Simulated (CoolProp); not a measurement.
Fluoroethane (R161) along the isobar 0.608 MPa: Z from the reference equation and from simpler models built on Tc = 375.2 K, pc = 5.010 MPa, ω = 0.216; each cubic takes its own stable root.

Model: reference Helmholtz-energy equation of state, Wu 2012, in CoolProp.

```
T (K)   phase  reference  van der Waals  Redlich-Kwong  Soave-Redlich-Kwong
-----  ------  ---------  -------------  -------------  -------------------
240.1  liquid    0.01803         0.8864        0.02159              0.02100
261.1  liquid    0.01726         0.9082        0.02096              0.02029
282.1  liquid    0.01677         0.9243         0.8999              0.01997
303.1     gas     0.9048         0.9367         0.9195               0.9140
324.1     gas     0.9258         0.9464         0.9341               0.9308
345       gas     0.9408         0.9541         0.9453               0.9436
366       gas     0.9519         0.9604         0.9542               0.9537
387       gas     0.9603         0.9656         0.9613               0.9618
408       gas     0.9669         0.9699         0.9670               0.9683
429       gas     0.9720         0.9736         0.9717               0.9736
450       gas     0.9762         0.9767         0.9756               0.9779
```

At some of these states van der Waals, Redlich-Kwong gives the other phase, because its saturation line lies elsewhere.
